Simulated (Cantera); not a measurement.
Feed: 1 mol B, 1.2 mol H2O, equilibrated at 2175 °C and 1.00 bar.

Equilibrium computed with Cantera from the NASA thermochemical tables; the gas is ideal and each condensed phase is pure. Candidate condensed phases: B, B2O3, B3O3H3, H2O; 23 gas species. The tables' values for BH2 are old estimates; treat these amounts as uncertain. Rates play no part.

Base state: H2 0.575, HBO 0.170, B2O3 0.0828, B2O2 0.0798, BO 0.0450, HBO2 0.0295, H 0.0151, H2O 0.00196 (mole fractions); condensed: gas only.

Problem. What changes in the equilibrium state with this change: temperature from 2175 °C to 1552 °C?

Solution. 
```
species         before     after
------------  --------  --------
H2               0.575     0.911
HBO              0.170    0.0600
B2O2            0.0798    0.0144
B2O3            0.0828   0.00483
BO              0.0450  0.000480
H               0.0151  0.000420
HBO2            0.0295   0.00271
OH             1.01e-5   3.79e-9
BO2           0.000181   1.06e-7
B3O3H3         5.51e-6   0.00553
B2O           0.000110   4.32e-6
B(s), mol            0     0.157
B2O3(l), mol         0     0.347
```
Mutual solubility and eutectic melting of coexisting phases are not modelled. Gases not in the tables: B2H6 and higher boranes.
